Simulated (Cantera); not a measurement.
**Diamond growth**

A diamond (100) surface in a fixed gas of H2 with x(CH4) = 0.015, x(CH3) = 3.2e-05, at 1273 K, 48.8 Torr; coverages are run to steady state.

Cantera simulation using the Harris–Goodwin 1993 mechanism for the reconstructed diamond (100) surface; the numbers are that mechanism's predictions, not measurements.

```json
[
 {"x(H)": "0.0001", "growth (µm/h)": "0.0192", "θ c6HH": "0.647", "θ c6H*": "0.0286", "θ c6*H": "0.320", "θ c6**": "0.00445", "θ c6HM": "7.01e-5"},
 {"x(H)": "0.00023", "growth (µm/h)": "0.0614", "θ c6HH": "0.539", "θ c6H*": "0.0369", "θ c6*H": "0.413", "θ c6**": "0.0108", "θ c6HM": "9.91e-5"},
 {"x(H)": "0.00054", "growth (µm/h)": "0.140", "θ c6HH": "0.465", "θ c6H*": "0.0421", "θ c6*H": "0.472", "θ c6**": "0.0203", "θ c6HM": "0.000127"},
 {"x(H)": "0.0013", "growth (µm/h)": "0.252", "θ c6HH": "0.425", "θ c6H*": "0.0447", "θ c6*H": "0.500", "θ c6**": "0.0300", "θ c6HM": "0.000148"},
 {"x(H)": "0.0029", "growth (µm/h)": "0.393", "θ c6HH": "0.406", "θ c6H*": "0.0457", "θ c6*H": "0.511", "θ c6**": "0.0362", "θ c6HM": "0.000155"},
 {"x(H)": "0.0068", "growth (µm/h)": "0.630", "θ c6HH": "0.397", "θ c6H*": "0.0462", "θ c6*H": "0.516", "θ c6**": "0.0399", "θ c6HM": "0.000148"},
 {"x(H)": "0.016", "growth (µm/h)": "1.02", "θ c6HH": "0.393", "θ c6H*": "0.0465", "θ c6*H": "0.518", "θ c6**": "0.0418", "θ c6HM": "0.000125"},
 {"x(H)": "0.037", "growth (µm/h)": "1.53", "θ c6HH": "0.392", "θ c6H*": "0.0469", "θ c6*H": "0.519", "θ c6**": "0.0427", "θ c6HM": "9.03e-5"},
 {"x(H)": "0.085", "growth (µm/h)": "2.03", "θ c6HH": "0.391", "θ c6H*": "0.0476", "θ c6*H": "0.518", "θ c6**": "0.0432", "θ c6HM": "5.50e-5"}
]
```
θ: site fractions in the mechanism's names (c6HH fully hydrogenated, c6H* and c6*H radical sites, c6** diradical, c6HM methylated).
